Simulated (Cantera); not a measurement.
A freely propagating, adiabatic, planar premixed flame of CH4 : O2 : N2 = 1 : 1.67 : 4.5 (molar parts), equivalence ratio 1.2, unburnt at 425 K and 150000 Pa; unity-Lewis-number transport, grid criteria slope 0.08 and curve 0.16, no radiation.

Detailed kinetics in Cantera: GRI-Mech 3.0 (53 species, 325 reactions). Unity Lewis numbers drop preferential diffusion, which matters most where H2 and H carry the flame. Burning velocities carry a grid error of a few per cent, more on coarse grids.

### Question
Predict: laminar burning velocity; thermal thickness; peak x(HO2); peak x(O).

### Answer
```json
{
 "laminar_burning_velocity": "63.6 cm/s",
 "thermal_thickness": "0.252 mm",
 "peak x(HO2)": "0.000120",
 "peak x(O)": "0.00338"
}
```
